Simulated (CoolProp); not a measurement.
Properties of cyclopentane along the isotherm 550 K (Tc = 511.7 K, pc = 4.583 MPa, ω = 0.202).

The numbers come from the reference Helmholtz-energy equation of state, Gedanitz 2015 in CoolProp.

| p (MPa) | phase | density (kg/m³) | cp (kJ/(kg K)) | cv (kJ/(kg K)) | isothermal compressibility (1/MPa) | fugacity coefficient |
|---|---|---|---|---|---|---|
| 0.255 | gas | 3.973 | 2.373 | 2.246 | 3.984 | 0.9845 |
| 0.509 | gas | 8.060 | 2.387 | 2.249 | 2.029 | 0.9693 |
| 0.764 | gas | 12.30 | 2.402 | 2.253 | 1.376 | 0.9540 |
| 1.02 | gas | 16.71 | 2.418 | 2.257 | 1.050 | 0.9389 |
| 1.27 | gas | 21.18 | 2.435 | 2.261 | 0.8594 | 0.9242 |
| 1.53 | gas | 26.01 | 2.455 | 2.265 | 0.7285 | 0.9090 |
| 1.78 | gas | 30.85 | 2.475 | 2.269 | 0.6397 | 0.8945 |
| 2.04 | gas | 36.09 | 2.500 | 2.274 | 0.5716 | 0.8795 |
| 2.29 | gas | 41.37 | 2.526 | 2.279 | 0.5218 | 0.8652 |
